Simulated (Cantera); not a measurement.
**Ignition delay**

Mixture: 5.73 % CH4, 0.258 % C2H6, 19.6 % O2, 74.4 % N2, equivalence ratio 0.63, at 52000 Pa, adiabatic and at constant pressure. Ignition delay is the time to a rise of 400 K.

Detailed kinetics in Cantera: GRI-Mech 3.0 (53 species, 325 reactions).

```csv
T0 (K),delay (ms)
1298,5.48
1348,2.99
1398,1.69
1448,0.998
1498,0.616
1548,0.399
1598,0.270
1648,0.191
1698,0.141
1748,0.107
```

The apparent activation energy between 1648 and 1748 K is 140 kJ/mol.
